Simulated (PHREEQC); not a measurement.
## Metal-bearing waste water: an equilibrium model

Consider water at 25 °C with 5.8 mmol/kgw Pb(NO3)2, 3.8 mmol/kgw CaCl2 and 41 mmol/kgw Na2SO4. Closed to the air; pH follows from the charge balance.

Equilibrium calculation in PHREEQC: ion-association model, phreeqc.dat.

The pH is 5.61 and the ionic strength comes out as 0.121 mol/kgw. The specific conductance is 8100 µS/cm and the density comes out as 1.004 g/cm³.

```csv
species,molality,activity,log γ
Na+,0.0778,0.0602,-0.111
SO4-2,0.0308,0.0108,-0.457
NO3-,0.0115,0.00849,-0.132
Cl-,0.00743,0.00560,-0.123
NaSO4-,0.00419,0.00325,-0.110
PbSO4,0.00336,0.00346,0.012
```

Precipitation was switched off in this run. The solution is supersaturated, for example in Anglesite, so a real one may precipitate; this is no full list.
